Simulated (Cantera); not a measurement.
A freely propagating, adiabatic, planar premixed flame of 50.6 % H2, 12.7 % O2, 36.7 % N2, equivalence ratio 2.0, unburnt at 650 K and 0.632 atm; mixture-averaged transport, grid criteria slope 0.08 and curve 0.16, no radiation.

Detailed kinetics in Cantera: the H2/O2 subset of GRI-Mech 3.0, which has no nitrogen chemistry. Burning velocities carry a grid error of a few per cent, more on coarse grids.

Problem. Predict: laminar burning velocity; thermal thickness; peak x(HO2); peak x(O); peak x(H).

Solution. 
```json
{
  "laminar_burning_velocity": "1150 cm/s",
  "thermal_thickness": "0.790 mm",
  "peak x(HO2)": "0.000165",
  "peak x(O)": "0.00611",
  "peak x(H)": "0.127"
}
```
